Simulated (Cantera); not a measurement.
**Silicon epitaxy and polysilicon growth: Si2Cl6 + HCl + N2**

Feed: 1 mol Si2Cl6, 0.029 mol HCl, 5.3 mol N2, equilibrated at 88000 Pa.

Equilibrium computed with Cantera from the NASA thermochemical tables; the gas is ideal and each condensed phase is pure. Candidate condensed phases: NH4Cl, Si, Si3N4; 28 gas species. The feed counts by its element totals alone. N2 is the only nitrogen source here; it is nearly inert below about 1500 K, so the nitride shown seldom forms there in practice. The tables' values for SiCl3 are old estimates; treat these amounts as uncertain. Kinetics and transport are ignored.

```csv
T (K),x N2,x SiCl4,x SiCl3,x SiCl2,x HCl,n Si3N4(s)
950,0.765,0.231,1.16e-5,1.95e-8,0.00441,0.167
1025,0.765,0.231,5.43e-5,2.67e-7,0.00441,0.167
1100,0.765,0.231,0.000205,2.53e-6,0.00441,0.167
1175,0.765,0.230,0.000650,1.79e-5,0.00441,0.166
1250,0.764,0.229,0.00178,9.95e-5,0.00440,0.166
1325,0.764,0.227,0.00434,0.000451,0.00439,0.164
1400,0.763,0.222,0.00948,0.00172,0.00436,0.160
1475,0.760,0.211,0.0187,0.00563,0.00432,0.150
```
x: gas mole fraction; n: condensed amount in mol.

From 950 K to 1475 K the condensed part is Si3N4(s). The main Si-bearing gas is SiCl4 throughout.
